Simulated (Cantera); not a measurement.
Input: 1 mol CH₂F₂, 0.026 mol F₂, 8.2 mol H₂, held at 2575 °C and 19000 Pa.

Equilibrium computed with Cantera from the NASA thermochemical tables; the gas is ideal and each condensed phase is pure. Candidate condensed phases: C, C₆H₆, C₇H₈, C₈H₁₈; 95 gas species. The numbers say what is thermodynamically allowed, not how fast it happens.

Base state: H₂ 0.617, HF 0.183, H 0.174, C₂H₂ (acetylene) 0.0241, C₂H 0.000929, C₄H₂ 0.000392, C₃ 0.000297, F 0.000239 (mole fractions); condensed: C(graphite).

Task: What changes in the equilibrium state with this change: CH₂F₂ replaced by CCl₄?

Result: 
```json
[
 {"species": "H₂", "before": "0.617", "after": "0.474"},
 {"species": "HCl", "before": "0", "after": "0.285"},
 {"species": "H", "before": "0.174", "after": "0.153"},
 {"species": "HF", "before": "0.183", "after": "0.00452"},
 {"species": "Cl", "before": "0", "after": "0.0632"},
 {"species": "C₂H₂ (acetylene)", "before": "0.0241", "after": "0.0185"},
 {"species": "C₂HCl", "before": "0", "after": "0.000209"},
 {"species": "Cl₂", "before": "0", "after": "1.43e-5"},
 {"species": "F", "before": "0.000239", "after": "6.75e-6"},
 {"species": "CF", "before": "1.98e-5", "after": "5.59e-7"},
 {"species": "CH₃", "before": "3.11e-5", "after": "2.10e-5"},
 {"species": "C(graphite), mol", "before": "0.406", "after": "0.524"}
]
```
